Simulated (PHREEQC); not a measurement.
Make-up at 20 °C: 1.4 mol H2SO4 and 0.0295 mol NaHCO3 per kg of water. Closed to the air; pH follows from the charge balance.

Model: Pitzer model, pitzer.dat, run in PHREEQC.

Question: The ionic strength comes out as 2.15 mol/kgw. What activity coefficients do H+, Na+, SO4-2, HSO4- get?

Answer: H+ 1.2, Na+ 1.0, SO4-2 0.011, HSO4- 0.71. Single-ion values are on the MacInnes scale.

This is a speciation only: nothing precipitates in the calculation. In brines, pH and single-ion activities rest on the MacInnes convention.
